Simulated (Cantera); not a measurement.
## Thermodynamics of silicon epitaxy and polysilicon growth, feed SiH2Cl2 + HCl + N2

Feed: 1 mol SiH2Cl2, 0.028 mol HCl, a varied amount of N2, held at 1325 °C and 1.00 Torr.

Cantera equilibrium calculation (NASA polynomials, part measured and part estimated; ideal gas, pure solids and liquids). Candidate condensed phases: NH4Cl, Si, Si3N4; 28 gas species. The tables' values for SiCl3, SiCl are old estimates; treat these amounts as uncertain. Rates play no part.

```csv
n(N2) (mol),log p N2,log p H2,log p SiCl2,log p HCl,log p SiCl3,log p H,log p Cl,log p SiCl,n Si3N4(s)
5.5,-3.02,-3.88,-3.89,-3.98,-5.79,-6.21,-6.41,-6.89,0.0932
9.2,-2.96,-4.06,-4.07,-4.14,-6.04,-6.31,-6.49,-7.00,0.0959
16,-2.93,-4.28,-4.28,-4.34,-6.35,-6.41,-6.58,-7.12,0.0976
26,-2.91,-4.47,-4.48,-4.53,-6.63,-6.51,-6.67,-7.22,0.0985
44,-2.89,-4.69,-4.69,-4.75,-6.96,-6.62,-6.78,-7.34,0.0991
75,-2.89,-4.92,-4.92,-4.97,-7.29,-6.73,-6.89,-7.45,0.0992
130,-2.88,-5.15,-5.15,-5.20,-7.64,-6.85,-7.00,-7.57,0.0991
```
log p: log10 of the partial pressure in bar; n: condensed amount in mol.

From 5.5 mol N2 to 130 mol N2 the condensed part is Si3N4(s). The main Si-bearing gas is SiCl2 throughout. The share of Si in condensed phases is highest at 75 mol N2 (29.8 %) and lowest at 5.5 mol N2 (28.0 %).
